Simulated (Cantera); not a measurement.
Feed: 1 mol AlI3, a varied amount of H2O, 66 mol N2, held at 1225 K and 15.0 Pa.

Method: chemical equilibrium by Gibbs-energy minimisation in Cantera with the NASA 1993 tables (ideal gas, pure condensed phases). Candidate condensed phases: Al, AlI3, AlN, Al2O3, H2O, I2; 41 gas species. Kinetics and transport are ignored.

Q: At 4 mol H2O, list the 5 most abundant gas species with their mole fractions, and the condensed phases.

A: N2 0.905, I 0.0401, H2O 0.0343, H2 0.0200, HI 0.00105. Condensed: Al2O3(s).
